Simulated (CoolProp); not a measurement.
Vapour-liquid equilibrium of n-pentane (1) + cyclohexane (2) at 0.125 MPa; x and y are mole fractions of (1).

Values from CoolProp's multi-fluid Helmholtz-energy mixture model, Thol 2019 and Zhou 2014; pair parameters Bell 2016.

### Question
Give the bubble temperature and the first vapour's composition at x = 0.125, 0.2, 0.95. Is there an azeotrope?

### Answer
x = 0.125: 350.0 K, y = 0.359; x = 0.2: 344.8 K, y = 0.497; x = 0.95: 316.7 K, y = 0.986. No azeotrope shows between x = 0.05 and 0.95.

Pair parameters are fitted to limited data, so mixtures are less certain than the pure fluids.
